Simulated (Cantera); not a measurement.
Input: 1 mol PbO, a varied amount of CO, 14 mol N2, equilibrated at 700 °C and 13300 Pa.

Method: chemical equilibrium by Gibbs-energy minimisation in Cantera with the NASA 1993 tables (ideal gas, pure condensed phases). Candidate condensed phases: C, Pb, PbO, PbO2, Pb3O4; 27 gas species. Equilibrium is a limit: real reactors are often held back by kinetics, nucleation or transport.

Question: Which condensed phases are stable at each of these points (n(CO) (mol)): 0.66, 1.1, 1.6, 2.1, 2.6, 3, 3.5?

Answer: 
```
n(CO) (mol)     condensed phases  Pb condensed (%)
-----------  -------------------  ----------------
0.66         Pb(l) + PbO(yellow)              99.9
1.1                        Pb(l)              99.9
1.6                        Pb(l)              99.9
2.1                        Pb(l)              99.9
2.6                        Pb(l)              99.9
3                          Pb(l)              99.9
3.5                        Pb(l)              99.9
```

At 0.66 mol CO the condensed part is Pb(l) + PbO(yellow). From 1.1 mol CO to 3.5 mol CO the condensed part is Pb(l).
